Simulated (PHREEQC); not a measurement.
1 g of hydrous ferric oxide (600 m²/g; 0.2 weak and 0.005 strong sites per Fe, Dzombak-Morel constants, diffuse double layer) in 1 kg of water with 0.3 mol/kgw of an inert sodium salt and 0.0014 mol NaH2PO4 and 2.5e-05 mol Ag2SO4, at 25 °C; the pH is set by adding NaOH or the inert anion's acid. O2 is buffered at 0.21 atm. No CO2 enters from the air. Precipitation was switched off in this run.

Base run: PHREEQC, ion-association model, wateq4f.dat. Each further column changes one thing. The table gives P sorbed (%).

```
pH   base  no electrostatic term (-no_edl)  background salt from 0.3 to 0.03 mol/kgw  oxide from 1 to 5 g/kgw
---  ----  -------------------------------  ----------------------------------------  -----------------------
4    99.6                             94.9                                      99.9                    100.0
5    99.3                             95.3                                      99.7                    100.0
6    97.7                             97.0                                      98.2                    100.0
6.5  95.4                             98.0                                      95.8                    100.0
7.5  82.9                             98.4                                      82.3                     99.9
8.5  55.1                             97.4                                      54.1                     97.9
9.5  24.6                             91.6                                      20.5                     72.9
10   12.3                             81.9                                       8.8                     44.1
11    1.0                             38.6                                       0.5                      4.6
12    0.0                              3.0                                       0.0                      0.1
```

H3PO4, which wateq4f.dat lacks, is added to it with the constant of phreeqc.dat. The database has no phosphate complexes of Ag.
